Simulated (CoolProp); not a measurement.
A Linde-Hampson liquefier for carbon monoxide: isothermal reversible compression at 250 K from 1 atm to 30 MPa, throttling to 1 atm, return gas leaving the recuperator 0 K below the feed. Each further row changes one setting.

The numbers come from the reference Helmholtz-energy equation of state, Lemmon 2006 in CoolProp. It is a short technical equation, of lower accuracy than the large ones.

```csv
case,liquid yield per pass,compression work (kJ/kg of gas)
as stated,(withheld),415
high pressure 60 MPa,(withheld),481
warm-end temperature 280 K,(withheld),(withheld)
warm-end gap 5 K,(withheld),415
```

Task: Complete the blanks.

Result: 
- as stated, liquid yield per pass: 0.167
- high pressure 60 MPa, liquid yield per pass: 0.155
- warm-end temperature 280 K, liquid yield per pass: 0.124
- warm-end temperature 280 K, compression work (kJ/kg of gas): 472
- warm-end gap 5 K, liquid yield per pass: 0.156
